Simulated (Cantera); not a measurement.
**MgSO₄ + H₂ + H₂O (calcination and drying)**

Feed: 1 mol MgSO₄, a varied amount of H₂, 1 mol H₂O, held at 1850 K and 10000 Pa.

Cantera equilibrium calculation (NASA polynomials, part measured and part estimated; ideal gas, pure solids and liquids). Candidate condensed phases: H₂O, H₂SO₄, Mg, MgO, Mg(OH)₂, MgS, MgSO₄, S; 26 gas species. Equilibrium is a limit: real reactors are often held back by kinetics, nucleation or transport.

From 0.19 mol H₂ to 3.7 mol H₂ the condensed part is MgO(s). The main Mg-bearing gas is Mg(OH)₂ throughout.

| n(H₂) (mol) | x H₂O | x SO₂ | x H₂ | x O₂ | x S₂ | x H₂S | x SO | n MgO(s) |
|---|---|---|---|---|---|---|---|---|
| 0.19 | 0.456 | 0.384 | 0.000311 | 0.155 | 9.83e-12 | 2.83e-10 | 0.000105 | 1.000 |
| 0.29 | 0.485 | 0.377 | 0.000356 | 0.133 | 1.28e-11 | 3.70e-10 | 0.000112 | 1.000 |
| 0.45 | 0.530 | 0.366 | 0.000449 | 0.100 | 2.14e-11 | 6.03e-10 | 0.000125 | 1.000 |
| 0.68 | 0.589 | 0.351 | 0.000668 | 0.0558 | 6.34e-11 | 1.54e-9 | 0.000161 | 1.000 |
| 1 | 0.660 | 0.332 | 0.00393 | 0.00203 | 4.28e-8 | 2.36e-7 | 0.000795 | 1.000 |
| 1.6 | 0.630 | 0.240 | 0.0978 | 2.98e-6 | 0.0104 | 0.00289 | 0.0150 | 1.000 |
| 2.4 | 0.631 | 0.149 | 0.162 | 1.10e-6 | 0.0294 | 0.00804 | 0.0153 | 1.000 |
| 3.7 | 0.601 | 0.0657 | 0.255 | 3.99e-7 | 0.0433 | 0.0154 | 0.0112 | 1.000 |
x: gas mole fraction; n: condensed amount in mol.
